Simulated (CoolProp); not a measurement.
Properties of propylene along the isotherm -1.65 °C.

Model: reference Helmholtz-energy equation of state, Lemmon 2013, in CoolProp.

```
p (MPa)   phase        Z  cp (kJ/(kg K))  cv (kJ/(kg K))  expansivity (1/kK)  Prandtl number
-------  ------  -------  --------------  --------------  ------------------  --------------
0.712    liquid  0.02418           2.426           1.467               2.729            2.38
1.42     liquid  0.04810           2.416           1.467               2.678            2.38
2.14     liquid  0.07229           2.405           1.467               2.629            2.39
2.85     liquid  0.09603           2.396           1.468               2.584            2.39
3.56     liquid   0.1197           2.387           1.468               2.541            2.39
4.27     liquid   0.1432           2.378           1.469               2.500            2.39
4.98     liquid      [?]           2.370           1.469               2.461            2.39
5.69     liquid   0.1899             [?]           1.470               2.424            2.39
6.41     liquid   0.2134           2.355           1.470               2.388            2.40
7.12     liquid   0.2366           2.348           1.471               2.354            2.40
7.83     liquid      [?]           2.341           1.471               2.322            2.40
8.54     liquid   0.2826           2.335           1.472               2.291            2.41
9.25     liquid   0.3054           2.328           1.472               2.261            2.41
9.96     liquid   0.3282           2.323           1.473               2.232            2.41
10.7     liquid   0.3518           2.317           1.473               2.204            2.42
11.4     liquid   0.3742             [?]           1.474               2.178            2.42
```

Q: What belongs in the gaps?

A: 
- 4.98, Z: 0.1666
- 5.69, cp (kJ/(kg K)): 2.362
- 7.83, Z: 0.2596
- 11.4, cp (kJ/(kg K)): 2.311

Viscosity comes from a separate model (Huber 2003), an estimate that may be off by 10 % or more. Thermal conductivity comes from a separate model (Huber 2003), an estimate that may be off by 10 % or more.
